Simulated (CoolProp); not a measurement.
R1123 along the isotherm 103.85 °C: density (kg/m³) from the reference equation and from simpler models built on Tc = 58.6 °C, pc = 45.49 bar, ω = 0.243; each cubic takes its own stable root.

Model: reference Helmholtz-energy equation of state, Akasaka 2020, in CoolProp.

```tsv
p (bar)	phase	reference
12.5	gas	34.93
25	gas	75.32
37.5	gas	123.3
50	supercritical	182.3
62.5	supercritical	257.7
75	supercritical	355.2
87.5	supercritical	466.0
100	supercritical	562.1
112	supercritical	630.5
125	supercritical	684.7
138	supercritical	725.8
150	supercritical	756.4
162	supercritical	782.2
175	supercritical	806.3
188	supercritical	827.4
200	supercritical	844.7
```

Question: How far does each simpler model (van der Waals, Soave-Redlich-Kwong, Peng-Robinson) lie from the reference over these 16 states: mean and median of the absolute difference, and the worst?

Answer: 
- van der Waals: mean 11.3 %, median 12.7 %, worst -20.8 % at 103.85 °C and 200 bar
- Soave-Redlich-Kwong: mean 8.1 %, median 10.4 %, worst -13.3 % at 103.85 °C and 112 bar
- Peng-Robinson: mean 3.1 %, median 2.2 %, worst -6.5 % at 103.85 °C and 112 bar
